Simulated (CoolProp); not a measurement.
Properties of dimethyl carbonate along the isobar 5.43 MPa (Tc = 557.0 K, pc = 4.909 MPa, ω = 0.346).

The numbers come from the reference Helmholtz-energy equation of state, Zhou 2011 in CoolProp.

```json
[
 {"T (K)": "406.6", "phase": "liquid", "density (kg/m³)": "920.1", "cv (kJ/(kg K))": "1.528", "speed of sound (m/s)": "819.8", "Joule-Thomson coefficient (K/MPa)": "-0.1815", "expansivity (1/kK)": "1.614"},
 {"T (K)": "411.7", "phase": "liquid", "density (kg/m³)": "912.5", "cv (kJ/(kg K))": "1.538", "speed of sound (m/s)": "802.4", "Joule-Thomson coefficient (K/MPa)": "-0.1703", "expansivity (1/kK)": "1.647"},
 {"T (K)": "416.8", "phase": "liquid", "density (kg/m³)": "904.8", "cv (kJ/(kg K))": "1.548", "speed of sound (m/s)": "785.2", "Joule-Thomson coefficient (K/MPa)": "-0.1585", "expansivity (1/kK)": "1.681"},
 {"T (K)": "421.9", "phase": "liquid", "density (kg/m³)": "[?]", "cv (kJ/(kg K))": "1.557", "speed of sound (m/s)": "768.0", "Joule-Thomson coefficient (K/MPa)": "-0.1460", "expansivity (1/kK)": "1.718"},
 {"T (K)": "427", "phase": "liquid", "density (kg/m³)": "889.1", "cv (kJ/(kg K))": "1.566", "speed of sound (m/s)": "750.8", "Joule-Thomson coefficient (K/MPa)": "-0.1327", "expansivity (1/kK)": "1.757"},
 {"T (K)": "432.1", "phase": "liquid", "density (kg/m³)": "881.0", "cv (kJ/(kg K))": "1.576", "speed of sound (m/s)": "733.7", "Joule-Thomson coefficient (K/MPa)": "-0.1185", "expansivity (1/kK)": "1.799"},
 {"T (K)": "437.2", "phase": "liquid", "density (kg/m³)": "872.9", "cv (kJ/(kg K))": "1.585", "speed of sound (m/s)": "716.6", "Joule-Thomson coefficient (K/MPa)": "[?]", "expansivity (1/kK)": "1.844"},
 {"T (K)": "442.3", "phase": "liquid", "density (kg/m³)": "864.6", "cv (kJ/(kg K))": "1.594", "speed of sound (m/s)": "699.4", "Joule-Thomson coefficient (K/MPa)": "-0.08713", "expansivity (1/kK)": "1.892"},
 {"T (K)": "447.4", "phase": "liquid", "density (kg/m³)": "856.2", "cv (kJ/(kg K))": "1.603", "speed of sound (m/s)": "682.3", "Joule-Thomson coefficient (K/MPa)": "-0.06965", "expansivity (1/kK)": "1.944"},
 {"T (K)": "452.5", "phase": "liquid", "density (kg/m³)": "847.6", "cv (kJ/(kg K))": "1.612", "speed of sound (m/s)": "665.0", "Joule-Thomson coefficient (K/MPa)": "-0.05077", "expansivity (1/kK)": "2.001"},
 {"T (K)": "457.6", "phase": "liquid", "density (kg/m³)": "838.9", "cv (kJ/(kg K))": "1.622", "speed of sound (m/s)": "647.7", "Joule-Thomson coefficient (K/MPa)": "-0.03026", "expansivity (1/kK)": "2.062"},
 {"T (K)": "462.7", "phase": "liquid", "density (kg/m³)": "830.0", "cv (kJ/(kg K))": "1.631", "speed of sound (m/s)": "630.2", "Joule-Thomson coefficient (K/MPa)": "-0.007893", "expansivity (1/kK)": "2.130"},
 {"T (K)": "467.8", "phase": "liquid", "density (kg/m³)": "820.9", "cv (kJ/(kg K))": "1.640", "speed of sound (m/s)": "612.6", "Joule-Thomson coefficient (K/MPa)": "0.01664", "expansivity (1/kK)": "[?]"},
 {"T (K)": "472.9", "phase": "liquid", "density (kg/m³)": "811.5", "cv (kJ/(kg K))": "1.649", "speed of sound (m/s)": "594.8", "Joule-Thomson coefficient (K/MPa)": "0.04369", "expansivity (1/kK)": "2.286"},
 {"T (K)": "478", "phase": "liquid", "density (kg/m³)": "[?]", "cv (kJ/(kg K))": "1.658", "speed of sound (m/s)": "576.7", "Joule-Thomson coefficient (K/MPa)": "0.07371", "expansivity (1/kK)": "2.377"}
]
```

Q: Fill in the missing entries.

A: 
- 421.9, density (kg/m³): 897.0
- 437.2, Joule-Thomson coefficient (K/MPa): -0.1034
- 467.8, expansivity (1/kK): 2.204
- 478, density (kg/m³): 801.9
